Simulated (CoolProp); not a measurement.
Vapour pressure (MPa) of R115: the reference equation beside estimates from Tc = 80.0 °C, pc = 3.129 MPa, ω = 0.248.

Values from CoolProp's reference Helmholtz-energy equation of state, Lemmon 2016.

```json
[
 {"T (°C)": "-7.95", "reference": "0.3404", "van der Waals": "0.8899", "Peng-Robinson": "0.3391"},
 {"T (°C)": "-3.45", "reference": "0.3949", "van der Waals": "0.9649", "Peng-Robinson": "0.3937"},
 {"T (°C)": "1.05", "reference": "0.4557", "van der Waals": "1.044", "Peng-Robinson": "0.4546"},
 {"T (°C)": "5.55", "reference": "0.5232", "van der Waals": "1.127", "Peng-Robinson": "0.5224"},
 {"T (°C)": "10.05", "reference": "0.5979", "van der Waals": "1.214", "Peng-Robinson": "0.5976"},
 {"T (°C)": "14.55", "reference": "0.6802", "van der Waals": "1.305", "Peng-Robinson": "0.6807"},
 {"T (°C)": "19.05", "reference": "0.7707", "van der Waals": "1.400", "Peng-Robinson": "0.7721"},
 {"T (°C)": "23.55", "reference": "0.8697", "van der Waals": "1.500", "Peng-Robinson": "0.8725"},
 {"T (°C)": "28.05", "reference": "0.9779", "van der Waals": "1.604", "Peng-Robinson": "0.9822"},
 {"T (°C)": "32.55", "reference": "1.096", "van der Waals": "1.712", "Peng-Robinson": "1.102"}
]
```

Absolute difference from the reference over all 10 rows, mean and median: van der Waals 102.0 and 97.4 %, Peng-Robinson 0.3 and 0.3 %.
